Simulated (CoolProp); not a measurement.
Vapour-liquid equilibrium of ethylene (1) + propylene (2) at 0.698 MPa; x and y are mole fractions of (1).

Model: multi-fluid Helmholtz-energy mixture model, Smukala 2000 and Lemmon 2013; pair parameters Bell 2016, in CoolProp.

Problem. Give the bubble temperature and the first vapour's composition at x = 0.05, 0.55, 0.75. Is there an azeotrope?

Solution. x = 0.05: -1.5 °C, y = 0.215; x = 0.55: -46.0 °C, y = 0.911; x = 0.75: -54.3 °C, y = 0.963. No azeotrope shows between x = 0.05 and 0.95.

The pair parameters rest on a limited set of measurements; away from them the model extrapolates.
